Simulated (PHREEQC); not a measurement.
Consider water at 15 °C with 180 mmol/kgw NaHSO4, 0.18 mmol/kgw Na2HPO4 and 2 mmol/kgw KCl. Closed to the air; pH follows from the charge balance.

Model: ion-association model, phreeqc.dat, run in PHREEQC.

The pH is 1.22 and the ionic strength is 0.309 mol/kgw. The activity of water is 0.993 and the specific conductance is 28800 µS/cm. The density is 1.016 g/cm³ and the total alkalinity is -180 meq/kg.

```json
[
 {"species": "Na+", "molality": "0.168", "activity": "0.123", "log γ": "-0.135"},
 {"species": "HSO4-", "molality": "0.103", "activity": "0.0761", "log γ": "-0.133"},
 {"species": "H+", "molality": "0.0764", "activity": "0.0599", "log γ": "-0.106"},
 {"species": "SO4-2", "molality": "0.0637", "activity": "0.0161", "log γ": "-0.597"},
 {"species": "NaSO4-", "molality": "0.0128", "activity": "0.00929", "log γ": "-0.141"},
 {"species": "Cl-", "molality": "0.00200", "activity": "0.00137", "log γ": "-0.163"},
 {"species": "K+", "molality": "0.00184", "activity": "0.00125", "log γ": "-0.166"},
 {"species": "KSO4-", "molality": "0.000164", "activity": "0.000118", "log γ": "-0.141"},
 {"species": "H3PO4", "molality": "0.000151", "activity": "0.000162", "log γ": "0.031"},
 {"species": "H2PO4-", "molality": "2.88e-5", "activity": "2.08e-5", "log γ": "-0.141"}
]
```

No solid was allowed to form. Complexes and solids missing from the database can't appear.
